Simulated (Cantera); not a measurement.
Input (Python, Cantera) and output of one run.

```python
import numpy as np
import cantera as ct

gas_names = """
    C CO CO2 C2 C2O C3 C3O2 C4 C5 Mg MgO Mg2 O O2 O3
""".split()
cond_names = """
    C(gr) Mg(cr) Mg(L) MgCO3(s) MgO(s) MgO(L)
""".split()


def load(file, names, dense=False):
    # The tables refer to 1 bar. Condensed volumes are neglected.
    table = {s.name: s for s in ct.Species.list_from_file(file)}
    out = []
    for n in names:
        d = dict(table[n].input_data)
        d["thermo"] = dict(d["thermo"], **{"reference-pressure": 1e5})
        if dense:
            d["equation-of-state"] = {"model": "constant-volume", "density": "1e6 g/cm^3"}
        out.append(ct.Species.from_dict(d))
    return out


gas = ct.Solution(thermo="ideal-gas", species=load("nasa_gas.yaml", gas_names))
cond = {s.name: ct.Solution(thermo="fixed-stoichiometry", species=[s], name=s.name)
        for s in load("nasa_condensed.yaml", cond_names, dense=True)}
atoms = {
    'MgCO3': {'Mg': 1, 'C': 1, 'O': 3},
    'CO2': {'C': 1, 'O': 2},
    'C': {'C': 1},
}
top_T = {'C(gr)': 4500}  # K; cautious upper limits of use, not melting points


def equilibrate(T, P, feed):
    n = {}
    for name, mol in feed.items():
        for a, k in atoms[name].items():
            n[a] = n.get(a, 0.0) + k * mol
    gas.TPX = T, P, n
    mass = sum(n.values()) * gas.mean_molecular_weight
    gas.equilibrate("TP")
    valid = [c for c in cond.values() if c.min_temp <= T <= top_T.get(c.name, c.max_temp)]
    mix = ct.Mixture([(gas, mass / gas.mean_molecular_weight)] + [(c, 0.0) for c in valid])
    mix.T, mix.P = T, P
    mix.equilibrate("TP", solver="vcs", rtol=1e-11, max_steps=5000)
    return mix


results = []
feed = {'MgCO3': 1, 'CO2': 1.5, 'C': 0.037}  # mol
T = 1373  # K
P = 180  # Pa
mix = equilibrate(T, P, feed)
results.append((T, P, feed, dict(zip(mix.species_names, mix.species_moles))))
print(gas.report(threshold=0.001))
for i in range(1, mix.n_phases):
    print(f"{mix.phase(i).name:16s} {mix.phase_moles(i):12.5e} mol")
```

Result:

```
       temperature   1373 K
          pressure   180 Pa
           density   0.00068656 kg/m^3
  mean mol. weight   43.542 kg/kmol
   phase of matter   gas

                          1 kg             1 kmol
                     ---------------   ---------------
          enthalpy       -7.6147e+06       -3.3156e+08  J
   internal energy       -7.8769e+06       -3.4298e+08  J
           entropy            7795.4        3.3943e+05  J/K
    Gibbs function       -1.8318e+07        -7.976e+08  J
 heat capacity c_p            1303.4             56755  J/K
 heat capacity c_v            1112.5             48441  J/K

                      mass frac. Y      mole frac. X     chem. pot. / RT
                     ---------------   ---------------   ---------------
                CO          0.018764          0.029169            -46.03
               CO2           0.98124           0.97083           -70.584
     [  +13 minor]        1.7104e-07        2.3628e-07

C(gr)             0.00000e+00 mol
Mg(L)             0.00000e+00 mol
MgO(s)            1.00000e+00 mol
```

Method: chemical equilibrium by Gibbs-energy minimisation in Cantera with the NASA 1993 tables (ideal gas, pure condensed phases).
